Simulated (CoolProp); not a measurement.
Properties of R124 along the isotherm 380 K.

Values from CoolProp's reference Helmholtz-energy equation of state, de Vries 1995.

| p (bar) | phase | cv (kJ/(kg K)) | speed of sound (m/s) | conductivity (mW/(m K)) |
|---|---|---|---|---|
| 0.573 | gas | 0.7765 | 157.2 | 19.9 |
| 1.18 | gas | 0.7779 | 156.3 | 19.9 |
| 2.42 | gas | 0.7808 | 154.5 | 20.0 |
| 4.96 | gas | 0.7869 | 150.5 | 20.2 |
| 10.2 | gas | 0.8016 | 141.6 | 20.6 |
| 20.9 | gas | 0.8513 | 118.1 | 23.0 |
| 43 | liquid | 0.8699 | 236.2 | 49.8 |
| 88.3 | liquid | 0.8545 | 328.0 | 54.3 |
| 181 | liquid | 0.8507 | 434.0 | 60.7 |

Thermal conductivity comes from a separate model (Huber 2003), an estimate that may be off by 10 % or more.
